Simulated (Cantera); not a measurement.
Cantera run:

```python
import numpy as np
import cantera as ct

gas_names = """
    C CH CH2 CH3 CH2OH CH3O CH4 CH3OH CN CO CO2 COOH C2 C2H CHCO,ketyl C2H2,acetylene C2H2,vinylidene
    CH2CO,ketene C2H3,vinyl CH3CN CH3CO,acetyl C2H4 C2H4O,ethylen CH3CHO,ethanal CH3COOH (HCOOH)2 C2H5
    C2H6 CH3OCH3 C2H5OH CCN CNC C2N2 C2O C3 C3H3,propargyl C3H4,allene C3H4,propyne C3H4,cyclo-
    C3H5,allyl C3H6,propylene C3H6,cyclo- C3H6O C3H7,n-propyl C3H7,i-propyl C3H8 C3H8O,1propanol
    C3H8O,2propanol C3O2 C4 C4H2 C4H4,1,3-cyclo- C4H6,butadiene C4H6,2-butyne C4H6,cyclo- C4H8,1-butene
    C4H8,cis2-buten C4H8,tr2-butene C4H8,isobutene C4H8,cyclo- (CH3COOH)2 C4H9,n-butyl C4H9,i-butyl
    C4H9,s-butyl C4H9,t-butyl C4H10,isobutane C4H10,n-butane C4N2 C5 C5H6,1,3cyclo- C5H8,cyclo-
    C5H10,1-pentene C5H10,cyclo- C5H11,pentyl C5H11,t-pentyl C5H12,n-pentane C5H12,i-pentane
    CH3C(CH3)2CH3 C6H2 C6H5,phenyl C6H5O,phenoxy C6H6 C6H5OH,phenol C6H10,cyclo- C6H12,1-hexene
    C6H12,cyclo- C6H13,n-hexyl C7H7,benzyl C7H8 C7H8O,cresol C7H14,1-heptene C7H15,n-heptyl
    C7H16,n-heptane C8H8,styrene C8H10,ethylbenz C8H16,1-octene C8H17,n-octyl C8H18,isooctane
    C8H18,n-octane C9H19,n-nonyl C10H8,naphthale C10H21,n-decyl C12H9,o-bipheny C12H10,bipheny H HCN HCO
    HCCN HNC HNCO HNO HNO2 HNO3 HO2 H2 HCHO,formaldehy HCOOH H2O H2O2 N NCO NH NH2 NH3 NH2OH NO NO2 NO3
    N2 N2H2 N2H4 N2O O OH O2 O3
""".split()
cond_names = """
    C(gr) C6H6(L) C7H8(L) C8H18(L),n-octa H2O(s) H2O(L)
""".split()


def load(file, names, dense=False):
    # The tables refer to 1 bar. Condensed volumes are neglected.
    table = {s.name: s for s in ct.Species.list_from_file(file)}
    out = []
    for n in names:
        d = dict(table[n].input_data)
        d["thermo"] = dict(d["thermo"], **{"reference-pressure": 1e5})
        if dense:
            d["equation-of-state"] = {"model": "constant-volume", "density": "1e6 g/cm^3"}
        out.append(ct.Species.from_dict(d))
    return out


gas = ct.Solution(thermo="ideal-gas", species=load("nasa_gas.yaml", gas_names))
cond = {s.name: ct.Solution(thermo="fixed-stoichiometry", species=[s], name=s.name)
        for s in load("nasa_condensed.yaml", cond_names, dense=True)}
atoms = {
    'CH4': {'C': 1, 'H': 4},
    'O2': {'O': 2},
    'N2': {'N': 2},
}
top_T = {'C(gr)': 4500}  # K; cautious upper limits of use, not melting points


def equilibrate(T, P, feed):
    n = {}
    for name, mol in feed.items():
        for a, k in atoms[name].items():
            n[a] = n.get(a, 0.0) + k * mol
    gas.TPX = T, P, n
    mass = sum(n.values()) * gas.mean_molecular_weight
    gas.equilibrate("TP")
    valid = [c for c in cond.values() if c.min_temp <= T <= top_T.get(c.name, c.max_temp)]
    mix = ct.Mixture([(gas, mass / gas.mean_molecular_weight)] + [(c, 0.0) for c in valid])
    mix.T, mix.P = T, P
    mix.equilibrate("TP", solver="vcs", rtol=1e-11, max_steps=5000)
    return mix


results = []
feed = {'CH4': 1, 'O2': 0.014, 'N2': 2.4}  # mol
T = 1173  # K
for P in [10, 46, 220, 1000, 4600, 22000, 100000, 460000, 2200000, 10000000]:
    mix = equilibrate(T, P, feed)
    results.append((T, P, feed, dict(zip(mix.species_names, mix.species_moles))))

top = {s: max(r[3][s] / sum(r[3][g] for g in gas_names) for r in results) for s in gas_names}
cols = sorted((s for s in top if top[s] > 0.001), key=lambda s: -top[s])[:9]
seen = [c for c in cond_names if any(r[3].get(c, 0) > 1e-12 for r in results)]
print("log10 of partial pressures in bar; condensed amounts in mol")
print(f"{'P/Pa':>10s}" + "".join(f"{s[:9]:>10s}" for s in cols + seen))
for T, P, feed, n in results:
    ng = sum(n[g] for g in gas_names)
    print(f"{P:10.4g}" + "".join(f"{np.log10(max(n[s] / ng * P / 1e5, 1e-99)):10.3f}" for s in cols)
          + "".join(f"{n.get(c, 0):10.4g}" for c in seen))
```

Output:

```
log10 of partial pressures in bar; condensed amounts in mol
      P/Pa        N2        H2       CH4        CO       H2O       NH3     C(gr)
        10    -4.266    -4.345   -10.401    -6.199   -11.994   -12.313    0.9719
        46    -3.603    -3.682    -9.076    -5.536   -10.669   -10.988    0.9719
       220    -2.924    -3.003    -7.717    -4.857    -9.309    -9.629    0.9718
      1000    -2.266    -2.345    -6.401    -4.199    -7.994    -8.314    0.9717
      4600    -1.603    -1.683    -5.076    -3.537    -6.669    -6.988    0.9711
   2.2e+04    -0.923    -1.004    -3.719    -2.858    -5.312    -5.630    0.9681
     1e+05    -0.264    -0.351    -2.413    -2.204    -4.005    -4.321    0.9553
   4.6e+05     0.404     0.292    -1.127    -1.559    -2.716    -3.022     0.903
   2.2e+06     1.101     0.902     0.093    -0.942    -1.490    -1.759    0.7424
     1e+07     1.787     1.404     1.098    -0.429    -0.475    -0.663    0.4947
```

Cantera equilibrium calculation (NASA polynomials, part measured and part estimated; ideal gas, pure solids and liquids). The ideal-gas law is rough above about 30 bar.
